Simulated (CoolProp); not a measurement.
The fluid at 293.15 K and 3.84 MPa is throttled through a valve to 0.84 MPa with no heat exchange. The same conditions are run with several fluids, on thermodynamics alone (safety and materials aside).

Values from CoolProp's reference Helmholtz-energy equation of state of each fluid (R404A: Lemmon 2003; R141b: Lemmon 2006; n-pentane: Thol 2019; R1233zd(E): Akasaka 2022; R142b: Lemmon 2006). Blends and air are pseudo-pure fits.

Q: Rank R404A, R141b, n-pentane, R1233zd(E), R142b by temperature change (K), highest first.

A: R141b (+1.2), n-pentane (+1.1), R1233zd(E) (+0.9), R142b (+0.8), R404A (-9.4)

```csv
fluid,final phase,final density (kg/m³)
R404A,"two-phase, vapour fraction 0.085",356
R141b,liquid,1240
n-pentane,liquid,626
R1233zd(E),liquid,1270
R142b,liquid,1120
```
